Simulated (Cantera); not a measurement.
Standard-state values (1 bar) from the NASA 1993 polynomials, evaluated with Cantera. Values are per mole of reaction as written; species without (g) are pure solids or liquids, kept so even where they would boil at 1 bar.

O2(g) + 4 Li(g) = 2 Li2O

```
T (K)  ΔH° (kJ)  ΔS° (J/K)  ΔG° (kJ)  log10 K
-----  --------  ---------  --------  -------
300     -1834.6     -684.4   -1629.3   283.68
1200        ___        ___       ___      ___
1275    -1794.1     -636.6    -982.4    40.25
1350        ___        ___       ___      ___
1425    -1783.7     -628.9    -887.5    32.53
1500    -1778.3     -625.2    -840.5    29.27
1575    -1772.7     -621.6    -793.8    26.32
```

### Question
Some entries are withheld; supply them.

### Answer

- 1200, ΔH° (kJ): -1799.0
- 1200, ΔS° (J/K): -640.5
- 1200, ΔG° (kJ): -1030.3
- 1200, log10 K: 44.85
- 1350, ΔH° (kJ): -1789.0
- 1350, ΔS° (J/K): -632.7
- 1350, ΔG° (kJ): -934.8
- 1350, log10 K: 36.17
